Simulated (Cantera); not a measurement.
An adiabatic, constant-volume homogeneous reactor starts with 22.5 % H2, 16.3 % O2, 61.1 % N2, 0.133 % NO, at 1173 K and 26.6 atm.

Model: GRI-Mech 3.0 (53 species, 325 reactions), integrated in Cantera. The hydrogen kinetics of GRI-Mech 3.0 are dated; newer H2 mechanisms differ, most at raised pressure. The pressure lies above the range GRI-Mech 3.0 was tuned for (to about 10 atm). The mechanism lacks 2 NO + O2 → 2 NO2 and HONO, so NO2 and the effect of NO are under-described below about 1400 K.

One state of this run: T (K) = 2925; P (bar) = 60.3; x H2 = 0.00500; x O2 = 0.0451; x H2O2 = 6.03e-6; x HO2 = 4.98e-5; x NO = 0.0187; x H2O = 0.237. x: mole fraction; the columns are a selection and need not sum to one.

### Question
Which value of t (s) does it belong to?
(A) 4.20e-5
(B) 3.00e-6
(C) 0.0307
(D) 1.12e-5

### Answer
C, 0.0307
